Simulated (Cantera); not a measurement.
Halide evaporation, hydrolysis and transport: SrCl2 + O2 + H2 + H2O

Input: 1 mol SrCl2, 5.3 mol O2, 56 mol H2, 2.2 mol H2O, equilibrated at 0.00133 bar.

These are equilibrium values from Cantera (NASA tables, ideal gas, pure condensed phases), not measurements of a reactor. Candidate condensed phases: H2O, Sr, SrCl2, SrO, Sr(OH)2; 20 gas species. Mutual solubility and eutectic melting of coexisting phases are not modelled. Condensed phases not in the tables: oxide chlorides. The numbers say what is thermodynamically allowed, not how fast it happens.

```tsv
T (°C)	x H2	x H2O	x HCl	x SrCl2	x H	n SrCl2(s)	n SrO(s)	n SrCl2(l)
750	0.780	0.220	0.000592	3.72e-6	1.00e-7	0.983	0.0172	0
850	0.779	0.218	0.00251	0.000111	1.03e-6	0.920	0.0731	0
950	0.776	0.215	0.00779	0.00162	7.25e-6	0	0.228	0.677
1050	0.767	0.208	0.0155	0.00914	3.80e-5	0	0.459	0
1150	0.767	0.209	0.0141	0.00984	0.000159	0	0.417	0
1250	0.766	0.210	0.0130	0.0104	0.000554	0	0.384	0
1350	0.765	0.210	0.0121	0.0108	0.00166	0	0.357	0
1450	0.763	0.210	0.0114	0.0110	0.00436	0	0.328	0
```
x: gas mole fraction; n: condensed amount in mol.

From 750 °C to 850 °C the condensed part is SrCl2(s) + SrO(s). At 950 °C the condensed part is SrCl2(l) + SrO(s). From 1050 °C to 1450 °C the condensed part is SrO(s). The main Sr-bearing gas is SrCl2 throughout. The share of Sr in condensed phases is highest at 750 °C (100.0 %) and lowest at 1450 °C (32.8 %).
